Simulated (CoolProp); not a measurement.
Properties of CH3F (R41) at several states (Tc = 44.1 °C, pc = 5.906 MPa, ω = 0.200).

Computed with CoolProp (reference Helmholtz-energy equation of state, Lemmon 2006). It is a short technical equation, of lower accuracy than the large ones.

```
T (°C)   p (MPa)          phase  cp (kJ/(kg K))  cv (kJ/(kg K))  fugacity coefficient
-------  -------  -------------  --------------  --------------  --------------------
4.85       0.698            gas           1.268          0.9147                0.9284
-129.45    0.128         liquid           2.087           1.441               0.01483
46.15       22.8  supercritical           2.351           1.202                0.2439
142.25      5.59            gas           1.674           1.168                0.8602
-117.05    0.728         liquid           2.067           1.391              0.009099
96.05      0.324            gas           1.256          0.9965                0.9870
```
